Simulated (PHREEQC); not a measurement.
## Acid mine or pickling water (model solution)

Synthetic water in mg/L, 60 °C, pH 1.88, pe 8.7:

```csv
constituent,mg/L
Na,97.8
K,65.9
Ca,171
Mg,238
Cl,265
S(6) as SO4,2560
Cu(2),10.7
Li,2.44
```

Valence states are taken as typed.

Equilibrium calculation in PHREEQC: ion-association model, phreeqc.dat.

This is a speciation only: nothing precipitates in the calculation.

**Question.** What ionic strength, density does the model give?

**Answer.** ionic strength 0.0546 mol/kgw; density 0.986 g/cm³.

**Question.** In which forms is Mg present?

**Answer.** Mg+2 55 %, MgSO4 45 % of the Mg.

Constants without temperature data keep their 25 °C values here.
